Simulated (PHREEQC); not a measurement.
Buffer: an equilibrium model

Consider water at 20 °C with 0.057 mol/kgw NaH2PO4, 0.024 mol/kgw K2HPO4 and 4.4e-05 mol/kgw NaCl. Closed to the air; pH follows from the charge balance.

All values are PHREEQC results (ion-association model, phreeqc.dat), not measurements.

No solid was allowed to form.

Task: Predict the pH, ionic strength.

Result: pH 6.47; ionic strength 0.126 mol/kgw.

Task: In which forms is P present?

Result: H2PO4- 70 %, HPO4-2 28 %, NaHPO4- 1.1 %, KHPO4- 0.9 % of the P.
